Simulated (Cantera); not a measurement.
Input (Python, Cantera):

```python
import numpy as np
import cantera as ct

gas = ct.Solution("gri30.yaml")
gas.TPX = 2148, 500000, {'CH4': 1, 'H2O': 1.1}
reactor = ct.IdealGasConstPressureReactor(gas, energy="off", clone=False)
net = ct.ReactorNet([reactor])
net.rtol, net.atol = 1e-08, 1e-18
show = ['CH4', 'H2O', 'H2', 'H', 'C2H4', 'OH']
times = np.geomspace(0.0001, 3, 12)

steps = ct.SolutionArray(gas, extra=["t"])
rows = []
print(f"{'t/s':>10s}{'T/K':>9s}{'P/Pa':>11s}" + "".join(f"{s:>11s}" for s in show))
for t in times:
    while net.time < t:
        t_next = net.step()
        steps.append(gas.state, t=t_next)
    rows.append([np.interp(t, steps.t, y) for y in (steps.T, steps.P, *steps(*show).X.T)])
    print(f"{t:10.3e}{rows[-1][0]:9.1f}{rows[-1][1]:11.4g}" + "".join(f"{x:11.3e}" for x in rows[-1][2:]))
rate = np.gradient(steps.T, steps.t)
print("integrator steps:", len(steps.t))
if steps.T.max() > steps.T[0] + 200:
    print(f"time of steepest temperature rise: {steps.t[rate.argmax()]:.4e} s")
gas.TPX = 2148, 500000, {'CH4': 1, 'H2O': 1.1}
gas.equilibrate("TP")
print(f"equilibrium (TP): T = {gas.T:.1f} K  " + "  ".join(f"{s} {gas[s].X[0]:.3e}" for s in show))
```

Result:

```
       t/s      T/K       P/Pa        CH4        H2O         H2          H       C2H4         OH
 1.000e-04   2148.0      5e+05  4.069e-02  3.295e-01  4.700e-01  1.293e-03  1.386e-03  1.151e-04
 2.553e-04   2148.0      5e+05  2.445e-02  2.837e-01  5.177e-01  1.399e-03  1.078e-03  9.759e-05
 6.517e-04   2148.0      5e+05  1.872e-02  2.203e-01  5.703e-01  1.459e-03  8.607e-04  7.200e-05
 1.664e-03   2148.0      5e+05  1.359e-02  1.493e-01  6.276e-01  1.512e-03  5.861e-04  4.605e-05
 4.247e-03   2148.0      5e+05  8.419e-03  8.943e-02  6.762e-01  1.556e-03  3.201e-04  2.640e-05
 1.084e-02   2148.0      5e+05  4.434e-03  5.062e-02  7.079e-01  1.584e-03  1.328e-04  1.455e-05
 2.767e-02   2148.0      5e+05  1.896e-03  3.081e-02  7.245e-01  1.599e-03  3.484e-05  8.739e-06
 7.064e-02   2148.0      5e+05  4.292e-04  2.375e-02  7.308e-01  1.605e-03  2.505e-06  6.702e-06
 1.803e-01   2148.0      5e+05  5.350e-06  2.289e-02  7.318e-01  1.606e-03  9.507e-10  6.457e-06
 4.604e-01   2148.0      5e+05  1.762e-06  2.288e-02  7.318e-01  1.606e-03  8.947e-11  6.456e-06
 1.175e+00   2148.0      5e+05  1.762e-06  2.288e-02  7.318e-01  1.606e-03  8.947e-11  6.456e-06
 3.000e+00   2148.0      5e+05  1.762e-06  2.288e-02  7.318e-01  1.606e-03  8.947e-11  6.456e-06
integrator steps: 2072
equilibrium (TP): T = 2148.0 K  CH4 2.042e-06  H2O 2.288e-02  H2 7.318e-01  H 1.606e-03  C2H4 1.074e-10  OH 6.456e-06
```

Detailed kinetics in Cantera: GRI-Mech 3.0 (53 species, 325 reactions).
